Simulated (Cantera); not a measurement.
Input: 1 mol SiCl4, 1.8 mol HCl, 0.2 mol H2, equilibrated at 0.730 bar.

Cantera equilibrium calculation (NASA polynomials, part measured and part estimated; ideal gas, pure solids and liquids). Candidate condensed phases: Si; 19 gas species. The tables' values for SiCl3 are old estimates; treat these amounts as uncertain. Kinetics and transport are ignored.

x: gas mole fraction; nothing condenses.

| T (°C) | x HCl | x SiCl4 | x H2 | x SiCl3 | x SiHCl3 | x SiCl2 |
|---|---|---|---|---|---|---|
| 302 | 0.600 | 0.333 | 0.0667 | 3.10e-12 | 5.50e-7 | <1e-12 |
| 452 | 0.600 | 0.333 | 0.0667 | 6.75e-9 | 1.14e-5 | <1e-12 |
| 602 | 0.600 | 0.333 | 0.0666 | 1.01e-6 | (withheld) | (withheld) |
| 752 | 0.600 | 0.333 | 0.0663 | 3.42e-5 | (withheld) | (withheld) |
| 902 | 0.601 | 0.332 | 0.0656 | 0.000458 | 0.000854 | 6.18e-6 |
| 1052 | 0.604 | 0.328 | 0.0630 | 0.00327 | 0.00175 | 0.000177 |
| 1202 | 0.615 | 0.312 | 0.0544 | 0.0139 | 0.00261 | 0.00210 |

What belongs in the gaps?


- 752, x SiHCl3: 0.000316
- 752, x SiCl2: 7.33e-8
- 602, x SiHCl3: 8.09e-5
- 602, x SiCl2: 1.78e-10
